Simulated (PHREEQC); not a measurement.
## Hard or scaling water

Dissolve 0.092 mol CaCl2 and 0.069 mol Na2SO4 per kg of water at 90 °C. Closed to the air; pH follows from the charge balance.

The numbers come from PHREEQC with the ion-association model, wateq4f.dat.

Each row changes one thing in this solution. Precipitation was switched off in this run.

```json
[
 {"case": "as made", "ionic strength (mol/kgw)": "0.354", "Na+ (mol/kgw)": "0.132", "SO4-2 (mol/kgw)": "0.0336", "NaSO4- (mol/kgw)": "0.00614", "HSO4- (mol/kgw)": "1.50e-6", "SI of Mirabilite (Na2SO4:10H2O)": "-5.68"},
 {"case": "Na2SO4 from 0.069 to 0.345 mol/kgw", "ionic strength (mol/kgw)": "0.890", "Na+ (mol/kgw)": "0.584", "SO4-2 (mol/kgw)": "0.186", "NaSO4- (mol/kgw)": "0.106", "HSO4- (mol/kgw)": "3.57e-6", "SI of Mirabilite (Na2SO4:10H2O)": "-3.89"},
 {"case": "CaCl2 left out", "ionic strength (mol/kgw)": "0.181", "Na+ (mol/kgw)": "[?]", "SO4-2 (mol/kgw)": "0.0563", "NaSO4- (mol/kgw)": "0.0127", "HSO4- (mol/kgw)": "2.31e-6", "SI of Mirabilite (Na2SO4:10H2O)": "[?]"},
 {"case": "temperature from 90 to 80 °C", "ionic strength (mol/kgw)": "0.354", "Na+ (mol/kgw)": "0.132", "SO4-2 (mol/kgw)": "0.0336", "NaSO4- (mol/kgw)": "[?]", "HSO4- (mol/kgw)": "1.03e-6", "SI of Mirabilite (Na2SO4:10H2O)": "-5.33"},
 {"case": "Na2SO4 from 0.069 to 0.0138 mol/kgw", "ionic strength (mol/kgw)": "0.285", "Na+ (mol/kgw)": "0.0274", "SO4-2 (mol/kgw)": "0.00571", "NaSO4- (mol/kgw)": "0.000236", "HSO4- (mol/kgw)": "4.66e-7", "SI of Mirabilite (Na2SO4:10H2O)": "-7.75"},
 {"case": "temperature from 90 to 40 °C", "ionic strength (mol/kgw)": "0.358", "Na+ (mol/kgw)": "0.132", "SO4-2 (mol/kgw)": "0.0349", "NaSO4- (mol/kgw)": "0.00578", "HSO4- (mol/kgw)": "1.94e-7", "SI of Mirabilite (Na2SO4:10H2O)": "-3.74"}
]
```

Task: What belongs in the gaps?

Result: 
- CaCl2 left out, Na+ (mol/kgw): 0.125
- CaCl2 left out, SI of Mirabilite (Na2SO4:10H2O): -5.32
- temperature from 90 to 80 °C, NaSO4- (mol/kgw): 0.00609

The ionic strength passes 0.7 mol/kgw, the rough limit of the ion-association models, in Na2SO4 from 0.069 to 0.345 mol/kgw. Some of these states are supersaturated (in Gypsum, for instance). At this temperature some constants are extrapolated from 25 °C, and those without enthalpy data are left unchanged.
